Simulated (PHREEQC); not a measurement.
Dissolve 0.8 mmol/kgw Ca(HCO3)2 and 9.6 mmol/kgw Na2SO4 at 65 °C. Closed to the air; pH follows from the charge balance.

All values are PHREEQC results (ion-association model, phreeqc.dat), not measurements.

Precipitation was switched off in this run.

Problem. What pH does the model give?

Solution. pH 7.79.

Problem. In which forms is Ca present?

Solution. Ca+2 64 %, CaSO4 34 %, CaCO3 1.0 %, CaHCO3+ 0.9 % of the Ca.

Species that the database lacks are ignored. Constants without temperature data keep their 25 °C values here.
